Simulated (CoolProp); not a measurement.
Properties of sulfur dioxide at several states (Tc = 430.6 K, pc = 7.887 MPa, ω = 0.256).

Model: reference Helmholtz-energy equation of state, Gao 2016, in CoolProp.

| T (K) | p (MPa) | phase | density (kg/m³) | isothermal compressibility (1/MPa) | fugacity coefficient |
|---|---|---|---|---|---|
| 220.4 | 0.306 | liquid | 1571 | 0.0007004 | (withheld) |
| 442.8 | 0.164 | gas | 2.873 | 6.138 | 0.9935 |
| 274.5 | 1.37 | liquid | (withheld) | 0.001201 | 0.1182 |
| 464.6 | 3.85 | gas | (withheld) | (withheld) | 0.8735 |
| 290.9 | 0.0728 | gas | 1.954 | 13.92 | 0.9869 |
| 433.6 | 0.61 | gas | 11.14 | 1.685 | 0.9739 |

**Question.** Some entries are withheld; supply them.

**Answer.** 
- 220.4, fugacity coefficient: 0.03145
- 274.5, density (kg/m³): 1434
- 464.6, density (kg/m³): 74.37
- 464.6, isothermal compressibility (1/MPa): 0.3068
